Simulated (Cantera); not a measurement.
A closed system holds: 1 mol Fe2O3, 0.98 mol H2, 5.8 mol N2, held at 13.3 mbar.

Cantera equilibrium calculation (NASA polynomials, part measured and part estimated; ideal gas, pure solids and liquids). Candidate condensed phases: Fe, FeO, Fe(OH)2, Fe(OH)3, Fe2O3, Fe3O4, H2O; 27 gas species. Mutual solubility and eutectic melting of coexisting phases are not modelled. The tables' stoichiometric FeO is somewhat more stable than real wüstite, so its field is too wide. FeO: taken at fixed stoichiometry. Kinetics and transport are ignored.

log p: log10 of the partial pressure in bar; n: condensed amount in mol.

| T (°C) | log p N2 | log p H2O | log p H2 | log p O2 | log p OH | log p NO | n FeO(s) | n Fe3O4(s) | n FeO(l) |
|---|---|---|---|---|---|---|---|---|---|
| 1002 | -1.94 | -2.73 | -4.22 | (withheld) | -8.68 | -9.82 | 1.85 | 0.0505 | 0 |
| 1102 | -1.94 | -2.73 | -4.32 | (withheld) | -7.77 | -8.70 | 1.87 | 0.0441 | 0 |
| 1202 | -1.94 | -2.72 | -4.41 | (withheld) | -6.99 | -7.73 | 1.88 | 0.0397 | 0 |
| 1302 | -1.94 | -2.72 | -4.49 | (withheld) | -6.30 | -6.88 | 1.89 | 0.0362 | 0 |
| 1402 | -1.94 | -2.72 | -4.60 | (withheld) | -5.67 | -6.10 | 0 | 0.0308 | 1.91 |
| 1502 | -1.94 | -2.72 | -4.78 | (withheld) | -5.08 | -5.31 | 0 | 0 | 2.00 |
| 1602 | -1.94 | -2.73 | -4.45 | (withheld) | -4.80 | -5.12 | 0 | 0 | 2.00 |

Q: Fill in the missing entries.

A: 
- 1002, log p O2: -11.53
- 1102, log p O2: -9.83
- 1202, log p O2: -8.36
- 1302, log p O2: -7.08
- 1402, log p O2: -5.88
- 1502, log p O2: -4.63
- 1602, log p O2: -4.52
